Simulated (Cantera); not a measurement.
**NO annealing gas**

An isothermal, constant-pressure homogeneous reactor starts with NO : N₂ : H₂O = 1 : 3.9 : 0.32 (molar parts), at 2023 K and 0.385 atm.

Computed with Cantera and GRI-Mech 3.0 (53 species, 325 reactions).

```tsv
t (s)	x NO	x NO₂	x O₂	x N₂O	x N₂	x O
1.00e-6	0.192	4.54e-11	1.20e-12	1.96e-8	0.747	1.86e-8
7.50e-6	0.192	2.39e-9	5.72e-11	1.46e-7	0.747	1.01e-7
5.62e-5	0.192	1.16e-7	1.85e-9	1.06e-6	0.747	2.03e-7
0.000422	0.192	3.53e-6	2.20e-7	6.20e-6	0.747	1.02e-6
0.00316	0.191	1.54e-5	0.000291	1.18e-5	0.747	2.19e-5
0.0237	0.189	1.65e-5	0.00150	1.02e-5	0.748	5.34e-5
0.178	0.174	3.63e-5	0.00857	8.66e-6	0.755	0.000122
1.33	0.0936	4.65e-5	0.0484	2.71e-6	0.796	0.000284
10.0	0.00737	5.03e-6	0.0914	2.10e-7	0.839	0.000388
```
x: mole fraction; the columns are a selection and need not sum to one.

Equilibrium at this temperature and pressure: NO 0.00560, NO₂ 3.84e-6, O₂ 0.0923, N₂O 2.03e-7, N₂ 0.839, O 0.000390 (gas phase only).
